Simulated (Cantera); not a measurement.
## Ignition delay

Mixture: CH₄ : CO : O₂ : N₂ = 1 : 0.81 : 4.81 : 18.1 (molar parts), at 5.00 bar, adiabatic and at constant volume. Ignition delay is the time to a rise of 400 K.

Detailed kinetics in Cantera: GRI-Mech 3.0 (53 species, 325 reactions).

```json
[
 {"T0 (K)": "1175", "delay (ms)": "11.8"},
 {"T0 (K)": "1225", "delay (ms)": "5.72"},
 {"T0 (K)": "1275", "delay (ms)": "2.92"},
 {"T0 (K)": "1325", "delay (ms)": "1.56"},
 {"T0 (K)": "1375", "delay (ms)": "0.863"},
 {"T0 (K)": "1425", "delay (ms)": "0.498"},
 {"T0 (K)": "1475", "delay (ms)": "0.299"}
]
```

* **apparent activation energy between 1375 and 1475 K**: 180 kJ/mol
